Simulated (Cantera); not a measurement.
Dilute partial oxidation

An isothermal, constant-pressure homogeneous reactor starts with 0.620 % CH2O, 0.935 % O2, 98.4 % N2, at 1600 K and 500000 Pa.

Model: GRI-Mech 3.0 (53 species, 325 reactions), integrated in Cantera.

```
t (s)       x CH2O     x O2     x NO   x CH3     x HCO    x H2O
--------  --------  -------  -------  ------  --------  -------
0.000200  2.56e-11  0.00436  4.28e-6  <1e-12   4.11e-9  0.00560
0.00112     <1e-12  0.00333  5.89e-6  <1e-12  4.96e-11  0.00608
0.00632     <1e-12  0.00315  6.24e-6  <1e-12    <1e-12  0.00618
0.0356      <1e-12  0.00314  6.30e-6  <1e-12    <1e-12  0.00620
0.200       <1e-12  0.00314  6.33e-6  <1e-12    <1e-12  0.00620
1.12        <1e-12  0.00314  6.49e-6  <1e-12    <1e-12  0.00620
6.32        <1e-12  0.00314  7.36e-6  <1e-12    <1e-12  0.00620
35.6        <1e-12  0.00314  1.22e-5  <1e-12    <1e-12  0.00620
200         <1e-12  0.00313  3.80e-5  <1e-12    <1e-12  0.00620
```
x: mole fraction; the columns are a selection and need not sum to one.

Equilibrium at this temperature and pressure: CH2O <1e-12, O2 0.00302, NO 0.000261, CH3 <1e-12, HCO <1e-12, H2O 0.00620 (gas phase only).
